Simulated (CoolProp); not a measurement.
A Linde-Hampson liquefier for carbon monoxide: isothermal reversible compression at 290 K from 1 atm to 25 MPa, throttling to 1 atm, return gas leaving the recuperator 5 K below the feed. Each further row changes one setting.

The numbers come from the reference Helmholtz-energy equation of state, Lemmon 2006 in CoolProp. It is a short technical equation, of lower accuracy than the large ones.

| case | liquid yield per pass | compression work (kJ/kg of gas) |
|---|---|---|
| as stated | 0.094 | 473 |
| high pressure 50 MPa | 0.102 | 544 |
| warm-end temperature 320 K | 0.067 | 526 |
| warm-end gap 10 K | 0.083 | 473 |
